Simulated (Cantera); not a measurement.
An isothermal, constant-pressure homogeneous reactor starts with H2 : O2 : N2 = 1.4 : 1 : 2.2 (molar parts), equivalence ratio 0.70, at 1198 K and 0.280 bar.

Cantera simulation using the H2/O2 subset of GRI-Mech 3.0, which has no nitrogen chemistry; the numbers are that mechanism's predictions, not measurements. The temperature is held fixed by assumption; the heat of reaction is taken as removed at once.

x: mole fraction; the columns are a selection and need not sum to one.

| t (s) | x H2 | x O2 | x H | x H2O2 | x H2O |
|---|---|---|---|---|---|
| 0.000600 | ? | 0.0777 | 0.000941 | 4.90e-6 | 0.354 |
| 0.00134 | ? | 0.0770 | 5.51e-5 | 2.10e-6 | 0.358 |
| 0.00298 | ? | 0.0769 | 4.69e-6 | 7.73e-7 | 0.359 |
| 0.00664 | ? | 0.0769 | 5.17e-7 | 2.83e-7 | 0.359 |
| 0.0148 | ? | 0.0769 | 7.60e-8 | 1.07e-7 | 0.359 |
| 0.0329 | ? | 0.0769 | 1.49e-8 | 4.32e-8 | 0.359 |
| 0.0734 | ? | 0.0769 | 3.55e-9 | 1.84e-8 | 0.359 |
| 0.164 | ? | 0.0769 | 9.68e-10 | 8.15e-9 | 0.359 |
| 0.364 | ? | 0.0769 | 2.98e-10 | 3.80e-9 | 0.359 |
| 0.812 | ? | 0.0769 | 1.15e-10 | 1.98e-9 | 0.359 |
| 1.81 | 3.19e-8 | 0.0769 | 6.96e-11 | 1.35e-9 | 0.359 |
| 4.03 | 3.01e-8 | 0.0769 | 6.28e-11 | 1.24e-9 | 0.359 |
| 8.98 | 3.00e-8 | 0.0769 | 6.26e-11 | 1.24e-9 | 0.359 |
| 20.0 | 3.00e-8 | 0.0769 | 6.26e-11 | 1.24e-9 | 0.359 |

Problem. Some entries are withheld; supply them.

Solution. 
- 0.000600, x H2: 0.00305
- 0.00134, x H2: 0.000546
- 0.00298, x H2: 0.000102
- 0.00664, x H2: 1.99e-5
- 0.0148, x H2: 4.47e-6
- 0.0329, x H2: 1.29e-6
- 0.0734, x H2: 4.58e-7
- 0.164, x H2: 1.84e-7
- 0.364, x H2: 8.22e-8
- 0.812, x H2: 4.38e-8
